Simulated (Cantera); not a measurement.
Mixture: H2 : O2 : N2 = 1 : 0.617 : 2.32 (molar parts), at 5.82 atm, adiabatic and at constant pressure. Ignition delay is the time to a rise of 400 K.

Cantera simulation using the H2/O2 subset of GRI-Mech 3.0, which has no nitrogen chemistry; the numbers are that mechanism's predictions, not measurements. The hydrogen kinetics of GRI-Mech 3.0 are dated; newer H2 mechanisms differ, most at raised pressure.

**Question.** What does this change do: constant volume in place of constant pressure?

**Answer.** 
```json
[
 {"quantity": "delay at 1025 K", "before": "6.00 ms", "after": "5.65 ms"},
 {"quantity": "delay at 1100 K", "before": "0.704 ms", "after": "0.684 ms"},
 {"quantity": "delay at 1175 K", "before": "28.7 µs", "after": "28.0 µs"},
 {"quantity": "delay at 1250 K", "before": "8.93 µs", "after": "8.61 µs"},
 {"quantity": "delay at 1325 K", "before": "5.16 µs", "after": "4.94 µs"},
 {"quantity": "delay at 1400 K", "before": "3.54 µs", "after": "3.37 µs"},
 {"quantity": "apparent activation energy between 1250 and 1400 K", "before": "90 kJ/mol", "after": "91 kJ/mol"}
]
```
